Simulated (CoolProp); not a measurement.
A Linde-Hampson liquefier for methane: isothermal reversible compression at 230 K from 1 atm to 10 MPa, throttling to 1 atm, return gas leaving the recuperator 2 K below the feed. Each further row changes one setting.

Values from CoolProp's reference Helmholtz-energy equation of state, Setzmann 1991.

```tsv
case	liquid yield per pass	compression work (kJ/kg of gas)
as stated	0.279	494
high pressure 20 MPa	0.393	541
warm-end temperature 260 K	0.168	582
warm-end gap 7 K	0.269	494
```
